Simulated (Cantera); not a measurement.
Feed: 1 mol SiCl4, 0.087 mol C2H4, 1.3 mol H2, held at 1900 °C and 24.0 Torr.

Cantera equilibrium calculation (NASA polynomials, part measured and part estimated; ideal gas, pure solids and liquids). Candidate condensed phases: C, C6H6, C7H8, C8H18, Si, SiC; 109 gas species. The tables' values for SiCl3, SiCl are old estimates; treat these amounts as uncertain. Equilibrium is a limit: real reactors are often held back by kinetics, nucleation or transport.

Q: What is the equilibrium state?

A: 
* **x(HCl)**: 0.533
* **x(SiCl2)**: 0.271
* **x(H2)**: 0.145
* **x(Cl)**: 0.0275
* **x(H)**: 0.0103
* **x(SiCl3)**: 0.00892
* **x(SiCl)**: 0.00213
* **x(Si)**: 0.000619
* **x(C2H2 (acetylene))**: 0.000321
* **n(C(graphite))**: 0.171 mol
* **gas amount**: 3.530 mol
* **log10 activity of Si(l) (absent)**: -1.15
